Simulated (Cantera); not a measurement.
## Adiabatic ignition

An adiabatic, constant-volume homogeneous reactor starts with CH₄ : C₂H₆ : C₃H₈ : O₂ : N₂ : H₂O = 1 : 0.11 : 0.45 : 3.86 : 11 : 1.2 (molar parts), equivalence ratio 1.2, at 1000 K and 10.0 bar.

Cantera simulation using GRI-Mech 3.0 (53 species, 325 reactions); the numbers are that mechanism's predictions, not measurements. GRI-Mech 3.0 was tuned for natural gas; its chemistry of propane as a main component is partial and can be far from experiment. Above 3000 K some thermodynamic fits are extrapolated.

```tsv
t (s)	T (K)	P (bar)	x CH₄	x C₂H₆	x C₃H₈	x H₂	x NO	x HCO	x CH₃
2.00e-6	1000	10.0	0.0568	0.00624	0.0255	<1e-12	<1e-12	<1e-12	6.78e-10
5.22e-6	1000	10.0	0.0568	0.00624	0.0255	1.43e-12	<1e-12	<1e-12	1.91e-9
1.36e-5	1000	10.0	0.0568	0.00624	0.0255	4.83e-12	<1e-12	<1e-12	5.11e-9
3.56e-5	1000	10.0	0.0568	0.00624	0.0255	1.99e-11	<1e-12	<1e-12	1.33e-8
9.28e-5	1000	10.0	0.0568	0.00624	0.0255	1.13e-10	<1e-12	<1e-12	3.38e-8
0.000242	1000	10.00	0.0568	0.00624	0.0255	9.36e-10	<1e-12	<1e-12	8.50e-8
0.000632	1000	10.00	0.0568	0.00624	0.0255	1.21e-8	<1e-12	<1e-12	2.35e-7
0.00165	1000	10.0	0.0568	0.00624	0.0255	2.76e-7	<1e-12	<1e-12	8.00e-7
0.00431	1000	10.0	0.0568	0.00622	0.0254	6.61e-6	<1e-12	5.50e-12	2.15e-6
0.0112	1008	10.1	0.0566	0.00605	0.0243	0.000122	<1e-12	2.74e-10	5.21e-6
0.0294	3038	33.2	5.63e-12	<1e-12	<1e-12	0.0325	0.00598	9.25e-7	1.51e-11
0.0766	3038	33.2	5.63e-12	<1e-12	<1e-12	0.0325	0.00598	9.25e-7	1.51e-11
0.200	3038	33.2	5.63e-12	<1e-12	<1e-12	0.0325	0.00598	9.25e-7	1.51e-11
```
x: mole fraction; the columns are a selection and need not sum to one.

The time of steepest temperature rise comes out as 15.3 ms and the temperature at 0.200 s comes out as 3038 K. The equilibrium temperature comes out as 3038 K. The x(CH₄) at 0.200 s comes out as 5.63e-12 (gas-phase equilibrium 6.64e-12). The x(C₂H₆) at 0.200 s is <1e-12 (gas-phase equilibrium <1e-12) and the x(C₃H₈) at 0.200 s comes out as <1e-12 (gas-phase equilibrium <1e-12).
